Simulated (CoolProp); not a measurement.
Saturated liquid density (kg/m³) of R123: the reference equation beside estimates from Tc = 456.8 K, pc = 36.62 bar, ω = 0.282. Rackett uses Z = 0.29056 − 0.08775 ω.

The numbers come from the reference Helmholtz-energy equation of state, Younglove 1994 in CoolProp. It is a modified Benedict-Webb-Rubin equation, recast in Helmholtz form.

```tsv
T (K)	reference	Rackett	van der Waals	Redlich-Kwong	Soave-Redlich-Kwong	Peng-Robinson
223.5	1642	1655	972.4	1445	1478	1662
237.8	1609	1623	955.3	1417	1454	1636
252.1	1576	1590	937.6	1387	1428	1608
266.5	1542	1556	919.0	1355	1400	1579
280.8	1507	1521	899.6	1322	1370	1546
295.2	1471	1485	879.1	1286	1337	1511
309.5	1434	1447	857.7	1249	1302	1473
323.8	1396	1408	835.0	1208	1265	1432
338.2	1356	1366	810.8	1165	1223	1386
352.5	1313	1322	785.0	1119	1178	1336
```

Absolute difference from the reference over all 10 rows, mean and median: Rackett 0.9 and 0.9 %, van der Waals 40.4 and 40.3 %, Redlich-Kwong 12.8 and 12.4 %, Soave-Redlich-Kwong 9.5 and 9.4 %, Peng-Robinson 2.2 and 2.3 %.
